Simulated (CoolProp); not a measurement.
Properties of oxygen along the isobar 4070 kPa.

Model: reference Helmholtz-energy equation of state, Schmidt 1985, in CoolProp.

```tsv
T (K)	phase	density (kg/m³)	Joule-Thomson coefficient (K/MPa)	viscosity (µPa s)	fugacity coefficient
142.3	liquid	807.8	0.5217	59.5	0.5800
159.1	gas	143.9	8.132	13.8	0.7597
175.9	gas	112.1	?	14.5	0.8245
192.6	gas	95.19	5.569	15.5	0.8682
209.4	gas	83.74	?	16.5	0.8996
226.2	gas	75.25	?	17.4	0.9229
243	gas	68.60	3.625	18.4	0.9405
259.8	gas	63.18	?	?	?
```

Complete the blanks.


- 175.9, Joule-Thomson coefficient (K/MPa): 6.632
- 209.4, Joule-Thomson coefficient (K/MPa): 4.765
- 226.2, Joule-Thomson coefficient (K/MPa): 4.135
- 259.8, Joule-Thomson coefficient (K/MPa): 3.203
- 259.8, viscosity (µPa s): 19.3
- 259.8, fugacity coefficient: 0.9541

Viscosity comes from a separate model (Lemmon 2004).
